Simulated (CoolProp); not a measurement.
Saturation properties of nitrogen.

Values from CoolProp's reference Helmholtz-energy equation of state, Span 2000.

| T (K) | p (kPa) | vapour density (kg/m³) | liquid cp (kJ/(kg K)) | liquid conductivity (mW/(m K)) |
|---|---|---|---|---|
| 78.8 | 119.7 | 5.381 | 2.049 | (withheld) |
| 81.4 | 159.1 | (withheld) | 2.064 | 137 |
| 84.1 | 209.6 | 9.050 | 2.083 | 131 |
| 86.8 | 271.2 | 11.52 | (withheld) | 126 |
| 89.4 | 342.3 | 14.36 | 2.134 | 121 |
| 92.1 | (withheld) | 17.84 | (withheld) | 116 |
| 94.8 | 532.3 | (withheld) | 2.209 | 110 |
| 97.5 | 651.6 | 26.76 | 2.260 | 105 |
| 100.1 | 783.7 | (withheld) | 2.321 | 99.9 |
| 102.8 | 940.2 | 38.76 | 2.399 | 94.6 |
| 105.5 | 1118 | 46.48 | 2.500 | 89.3 |
| 108.2 | 1319 | 55.59 | 2.631 | (withheld) |
| 110.8 | 1535 | 65.96 | 2.802 | 78.9 |
| 113.5 | 1786 | 78.90 | 3.051 | 73.6 |

Fill in the missing entries.


- 78.8, liquid conductivity (mW/(m K)): 142
- 81.4, vapour density (kg/m³): 7.002
- 86.8, liquid cp (kJ/(kg K)): 2.107
- 92.1, p (kPa): 429.7
- 92.1, liquid cp (kJ/(kg K)): 2.168
- 94.8, vapour density (kg/m³): 21.94
- 100.1, vapour density (kg/m³): 32.19
- 108.2, liquid conductivity (mW/(m K)): 84.0

It boils at 77.4 K under 1 atm.

Thermal conductivity comes from a separate model (Lemmon 2004).
